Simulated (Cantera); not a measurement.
**Low-pressure radical oxidation in H2/O2**

An isothermal, constant-pressure homogeneous reactor starts with H2 : O2 = 0.013 : 1 (molar parts), equivalence ratio 0.0065, at 1025 K and 0.0263 atm.

Detailed kinetics in Cantera: the H2/O2 subset of GRI-Mech 3.0, which has no nitrogen chemistry. Radical loss at walls, strong at low pressure, is not modelled.

```json
[
 {"t (s)": "6.00e-5", "x H2": "0.0128", "x O2": "0.987", "x HO2": "2.90e-11", "x H2O2": "<1e-12", "x O": "1.13e-11", "x H2O": "1.31e-12"},
 {"t (s)": "0.000191", "x H2": "0.0128", "x O2": "0.987", "x HO2": "9.29e-11", "x H2O2": "<1e-12", "x O": "7.62e-11", "x H2O": "2.63e-11"},
 {"t (s)": "0.000605", "x H2": "0.0128", "x O2": "0.987", "x HO2": "3.05e-10", "x H2O2": "<1e-12", "x O": "6.01e-10", "x H2O": "4.74e-10"},
 {"t (s)": "0.00192", "x H2": "0.0128", "x O2": "0.987", "x HO2": "1.57e-9", "x H2O2": "<1e-12", "x O": "2.32e-8", "x H2O": "2.74e-8"},
 {"t (s)": "0.00610", "x H2": "0.0116", "x O2": "0.986", "x HO2": "5.34e-6", "x H2O2": "3.17e-8", "x O": "0.000710", "x H2O": "0.000920"},
 {"t (s)": "0.0194", "x H2": "6.23e-5", "x O2": "0.983", "x HO2": "3.62e-6", "x H2O2": "5.60e-8", "x O": "0.00384", "x H2O": "0.0125"},
 {"t (s)": "0.0615", "x H2": "1.11e-5", "x O2": "0.986", "x HO2": "1.71e-6", "x H2O2": "4.40e-8", "x O": "0.000875", "x H2O": "0.0128"},
 {"t (s)": "0.195", "x H2": "1.45e-6", "x O2": "0.987", "x HO2": "5.60e-7", "x H2O2": "3.07e-8", "x O": "0.000124", "x H2O": "0.0129"},
 {"t (s)": "0.620", "x H2": "1.62e-7", "x O2": "0.987", "x HO2": "1.32e-7", "x H2O2": "1.43e-8", "x O": "1.56e-5", "x H2O": "0.0129"},
 {"t (s)": "1.97", "x H2": "2.10e-8", "x O2": "0.987", "x HO2": "2.68e-8", "x H2O2": "4.51e-9", "x O": "2.30e-6", "x H2O": "0.0129"},
 {"t (s)": "6.25", "x H2": "3.57e-9", "x O2": "0.987", "x HO2": "5.89e-9", "x H2O2": "1.23e-9", "x O": "4.37e-7", "x H2O": "0.0129"},
 {"t (s)": "19.8", "x H2": "7.78e-10", "x O2": "0.987", "x HO2": "1.53e-9", "x H2O2": "3.39e-10", "x O": "1.02e-7", "x H2O": "0.0129"},
 {"t (s)": "63.0", "x H2": "1.99e-10", "x O2": "0.987", "x HO2": "5.65e-10", "x H2O2": "9.83e-11", "x O": "2.72e-8", "x H2O": "0.0129"},
 {"t (s)": "200", "x H2": "5.74e-11", "x O2": "0.987", "x HO2": "4.29e-10", "x H2O2": "3.02e-11", "x O": "7.98e-9", "x H2O": "0.0129"}
]
```
x: mole fraction; the columns are a selection and need not sum to one.

Equilibrium at this temperature and pressure: H2 1.45e-11, O2 0.987, HO2 6.38e-10, H2O2 8.06e-12, O 2.02e-9, H2O 0.0129 (gas phase only).
